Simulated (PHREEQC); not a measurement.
A solution holds 0.0074 mol H2SO4, 0.005 mol FeCl2 and 0.0056 mol MnSO4 per kg of water, at 40 °C. Closed to the air; pH follows from the charge balance.

Computed with PHREEQC (ion-association model, wateq4f.dat).

Problem. The ionic strength comes out as 0.0400 mol/kgw. What activity coefficients do Mn+2, MnCl+, HSO4-, H+, Fe+2 get?

Solution. Mn+2 0.50, MnCl+ 0.83, HSO4- 0.83, H+ 0.86, Fe+2 0.50.

This is a speciation only: nothing precipitates in the calculation. Species that the database lacks are ignored. At this temperature some constants are extrapolated from 25 °C, and those without enthalpy data are left unchanged.
